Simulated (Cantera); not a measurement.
An adiabatic, constant-volume homogeneous reactor starts with H2 : O2 : N2 = 1 : 1.56 : 5.88 (molar parts), equivalence ratio 0.32, at 1250 K and 3450 Torr.

Detailed kinetics in Cantera: GRI-Mech 3.0 (53 species, 325 reactions). The hydrogen kinetics of GRI-Mech 3.0 are dated; newer H2 mechanisms differ, most at raised pressure.

### Question
Predict: time of steepest temperature rise; temperature at 0.200 s; equilibrium temperature; x(H2) at 0.200 s; x(O2) at 0.200 s; x(O) at 0.200 s; x(OH) at 0.200 s; x(N2O) at 0.200 s; x(NO) at 0.200 s; x(NO2) at 0.200 s.

### Answer
```json
{
  "time_of_steepest_temperature_rise": "11.7 µs",
  "temperature at 0.200 s": "2249 K",
  "equilibrium_temperature": "2249 K",
  "x(H2) at 0.200 s": "0.000192 (gas-phase equilibrium 0.000192)",
  "x(O2) at 0.200 s": "0.127 (gas-phase equilibrium 0.127)",
  "x(O) at 0.200 s": "0.000470 (gas-phase equilibrium 0.000469)",
  "x(OH) at 0.200 s": "0.00356 (gas-phase equilibrium 0.00355)",
  "x(N2O) at 0.200 s": "1.59e-6 (gas-phase equilibrium 1.59e-6)",
  "x(NO) at 0.200 s": "0.0105 (gas-phase equilibrium 0.0106)",
  "x(NO2) at 0.200 s": "2.72e-5 (gas-phase equilibrium 2.74e-5)"
}
```
